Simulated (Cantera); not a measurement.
A perfectly stirred reactor is fed with 5.39 % H2, 94.6 % O2, at 0.0267 bar; it is held at 1198 K, and followed from long to short residence time.

Model: GRI-Mech 3.0 (53 species, 325 reactions), integrated in Cantera. Radical loss at walls, strong at low pressure, is not modelled. The temperature is held fixed by assumption; the heat of reaction is taken as removed at once.

Q: Predict: x(H2) at τ = 3.10 s; x(O2) at τ = 3.10 s; x(HO2) at τ = 3.10 s; x(H2O2) at τ = 3.10 s; x(H2O) at τ = 3.10 s; x(H2) at τ = 20.0 ms; x(O2) at τ = 20.0 ms; x(HO2) at τ = 20.0 ms; x(H2O2) at τ = 20.0 ms; x(H2O) at τ = 20.0 ms.

A: 
```
Quantity                  Value
----------------------  -------
x(H2) at τ = 3.10 s     6.29e-5
x(O2) at τ = 3.10 s       0.944
x(HO2) at τ = 3.10 s    1.29e-6
x(H2O2) at τ = 3.10 s   8.51e-8
x(H2O) at τ = 3.10 s     0.0551
x(H2) at τ = 20.0 ms    0.00122
x(O2) at τ = 20.0 ms      0.930
x(HO2) at τ = 20.0 ms   6.23e-6
x(H2O2) at τ = 20.0 ms  2.28e-7
x(H2O) at τ = 20.0 ms    0.0512
```
